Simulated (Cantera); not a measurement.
A closed system holds: 1 mol ZrO2, 110 mol H2, at 1523 K and 0.0490 bar.

These are equilibrium values from Cantera (NASA tables, ideal gas, pure condensed phases), not measurements of a reactor. Candidate condensed phases: H2O, Zr, ZrO2; 12 gas species. Equilibrium is a limit: real reactors are often held back by kinetics, nucleation or transport.

Base state: H2 1.000, H 0.000104 (mole fractions); condensed: ZrO2(tetragonal).

Problem. What changes in the equilibrium state with this change: ZrO2 replaced by NiS?

Solution. 
```tsv
species	before	after
H2	1.000	0.991
H2S	0	0.00858
SH	0	0.000212
S2	0	0.000144
H	0.000104	0.000104
ZrO2(tetragonal), mol	1.00	0
Ni(s), mol	0	1.000
```
Further candidate phases: Ni, NiS, NiS2, Ni3S2, Ni3S4, S.
